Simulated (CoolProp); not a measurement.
Vapour-liquid equilibrium of CHF3 (R23) (1) + R143a (2) at 0.163 MPa; x and y are mole fractions of (1).

The numbers come from the multi-fluid Helmholtz-energy mixture model, Penoncello 2003 and Lemmon and Jacobsen 2000; pair parameters Bell 2016 in CoolProp.

**Question.** Give the bubble temperature and the first vapour's composition at x = 0.05, 0.2, 0.35. Is there an azeotrope?

**Answer.** x = 0.05: 233.1 K, y = 0.172; x = 0.2: 223.7 K, y = 0.542; x = 0.35: 216.3 K, y = 0.744. No azeotrope shows between x = 0.05 and 0.95.

The pair parameters rest on a limited set of measurements; away from them the model extrapolates. The gap from Raoult's law changes sign with composition, which may be real or a fault of the pair parameters; it wasn't checked against measurements.
